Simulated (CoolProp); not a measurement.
Ethylene along the isotherm 297.4 K: Z from the reference equation and from simpler models built on Tc = 282.4 K, pc = 50.42 bar, ω = 0.087; each cubic takes its own stable root.

Values from CoolProp's reference Helmholtz-energy equation of state, Smukala 2000.

| p (bar) | phase | reference |
|---|---|---|
| 1.58 | gas | 0.9910 |
| 3.15 | gas | 0.9819 |
| 4.73 | gas | 0.9726 |
| 6.3 | gas | 0.9633 |
| 7.88 | gas | 0.9538 |
| 9.45 | gas | 0.9442 |
| 11 | gas | 0.9347 |
| 12.6 | gas | 0.9247 |
| 14.2 | gas | 0.9145 |
| 15.8 | gas | 0.9042 |
| 17.3 | gas | 0.8944 |
| 18.9 | gas | 0.8838 |
| 20.5 | gas | 0.8730 |
| 22.1 | gas | 0.8620 |
| 23.6 | gas | 0.8516 |
| 25.2 | gas | 0.8402 |

### Question
How far does each simpler model (Pitzer virial, van der Waals, Redlich-Kwong, Soave-Redlich-Kwong, Peng-Robinson) lie from the reference over these 16 states: mean and median of the absolute difference, and the worst?

### Answer
- Pitzer virial: mean 0.6 %, median 0.4 %, worst +1.8 % at 297.4 K and 25.2 bar
- van der Waals: mean 0.7 %, median 0.7 %, worst +1.4 % at 297.4 K and 25.2 bar
- Redlich-Kwong: mean 0.1 %, median 0.1 %, worst -0.2 % at 297.4 K and 25.2 bar
- Soave-Redlich-Kwong: mean 0.1 %, median 0.1 %, worst -0.1 % at 297.4 K and 17.3 bar
- Peng-Robinson: mean 1.1 %, median 1.1 %, worst -2.1 % at 297.4 K and 25.2 bar
